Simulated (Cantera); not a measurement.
An isothermal, constant-pressure homogeneous reactor starts with CH4 : H2O = 1 : 0.64 (molar parts), at 1725 K and 15.0 bar.

Cantera simulation using GRI-Mech 3.0 (53 species, 325 reactions); the numbers are that mechanism's predictions, not measurements. GRI-Mech 3.0 stops at C3 and has no aromatics, soot or wall deposition, so with more carbon than oxygen in the feed, carbon stays in small species such as C2H2 where larger ones or solid carbon would form. The pressure lies above the range GRI-Mech 3.0 was tuned for (to about 10 atm).

x: mole fraction; the columns are a selection and need not sum to one.

```csv
t (s),x CH4,x H2O,x CH2O,x HO2,x H,x O2
5.00e-5,0.588,0.388,1.41e-5,<1e-12,2.24e-6,9.55e-12
0.000188,0.519,0.374,2.18e-5,<1e-12,7.17e-6,3.95e-11
0.000707,0.372,0.336,1.03e-5,<1e-12,1.60e-5,2.10e-11
0.00266,0.213,0.293,4.41e-6,<1e-12,2.60e-5,8.27e-12
0.0100,0.150,0.256,2.64e-6,<1e-12,3.21e-5,5.62e-12
0.0376,0.149,0.197,1.83e-6,<1e-12,3.37e-5,3.20e-12
0.141,0.138,?,?,<1e-12,3.61e-5,1.01e-12
0.532,?,?,8.87e-7,<1e-12,3.84e-5,<1e-12
2.00,0.0941,0.00628,9.03e-7,<1e-12,3.96e-5,<1e-12
```

Problem. What belongs in the gaps?

Solution. 
- 0.141, x H2O: 0.112
- 0.141, x CH2O: 1.12e-6
- 0.532, x CH4: 0.114
- 0.532, x H2O: 0.0417
